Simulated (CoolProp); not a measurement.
n-decane along the isotherm 346.85 °C: Z from the reference equation and from simpler models built on Tc = 344.5 °C, pc = 2.101 MPa, ω = 0.488; each cubic takes its own stable root.

Values from CoolProp's reference Helmholtz-energy equation of state, Lemmon 2006. It is a short technical equation, of lower accuracy than the large ones.

```json
[
 {"p (MPa)": "0.00997", "phase": "gas", "reference": "0.9983", "van der Waals": "0.9986", "Redlich-Kwong": "0.9984", "Soave-Redlich-Kwong": "0.9984", "Peng-Robinson": "0.9982"},
 {"p (MPa)": "0.0205", "phase": "gas", "reference": "0.9966", "van der Waals": "0.9971", "Redlich-Kwong": "0.9967", "Soave-Redlich-Kwong": "0.9967", "Peng-Robinson": "0.9963"},
 {"p (MPa)": "0.042", "phase": "gas", "reference": "0.9930", "van der Waals": "0.9941", "Redlich-Kwong": "0.9932", "Soave-Redlich-Kwong": "0.9933", "Peng-Robinson": "0.9925"},
 {"p (MPa)": "0.0863", "phase": "gas", "reference": "0.9854", "van der Waals": "0.9878", "Redlich-Kwong": "0.9860", "Soave-Redlich-Kwong": "0.9861", "Peng-Robinson": "0.9845"},
 {"p (MPa)": "0.177", "phase": "gas", "reference": "0.9698", "van der Waals": "0.9747", "Redlich-Kwong": "0.9711", "Soave-Redlich-Kwong": "0.9712", "Peng-Robinson": "0.9680"},
 {"p (MPa)": "0.364", "phase": "gas", "reference": "0.9365", "van der Waals": "0.9467", "Redlich-Kwong": "0.9393", "Soave-Redlich-Kwong": "0.9395", "Peng-Robinson": "0.9330"},
 {"p (MPa)": "0.747", "phase": "gas", "reference": "0.8622", "van der Waals": "0.8844", "Redlich-Kwong": "0.8693", "Soave-Redlich-Kwong": "0.8698", "Peng-Robinson": "0.8568"},
 {"p (MPa)": "1.53", "phase": "gas", "reference": "0.6678", "van der Waals": "0.7210", "Redlich-Kwong": "0.6910", "Soave-Redlich-Kwong": "0.6927", "Peng-Robinson": "0.6683"},
 {"p (MPa)": "3.15", "phase": "supercritical", "reference": "0.2256", "van der Waals": "0.3499", "Redlich-Kwong": "0.2908", "Soave-Redlich-Kwong": "0.2925", "Peng-Robinson": "0.2641"}
]
```
